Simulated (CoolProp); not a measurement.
CH3F (R41) along the isobar 43 bar: density (kg/m³) from the reference equation and from simpler models built on Tc = 44.1 °C, pc = 59.06 bar, ω = 0.200; each cubic takes its own stable root.

The numbers come from the reference Helmholtz-energy equation of state, Lemmon 2006 in CoolProp. It is a short technical equation, of lower accuracy than the large ones.

```csv
T (°C),phase,reference
-5.85,liquid,710.3
6.95,liquid,666.3
19.75,liquid,611.0
32.55,gas,105.2
45.35,gas,84.97
58.15,gas,74.56
70.85,gas,67.60
83.65,gas,62.34
96.45,gas,58.16
109.25,gas,54.70
122.05,gas,51.77
```

Task: How far does each simpler model (van der Waals, Redlich-Kwong, Soave-Redlich-Kwong, Peng-Robinson) lie from the reference over these 11 states: mean and median of the absolute difference, and the worst?

Result: 
- van der Waals: mean 16.7 %, median 6.0 %, worst -47.5 % at 19.75 °C and 43 bar
- Redlich-Kwong: mean 9.9 %, median 3.7 %, worst -28.8 % at 19.75 °C and 43 bar
- Soave-Redlich-Kwong: mean 9.8 %, median 4.5 %, worst -25.8 % at 19.75 °C and 43 bar
- Peng-Robinson: mean 5.0 %, median 1.4 %, worst -16.2 % at 19.75 °C and 43 bar
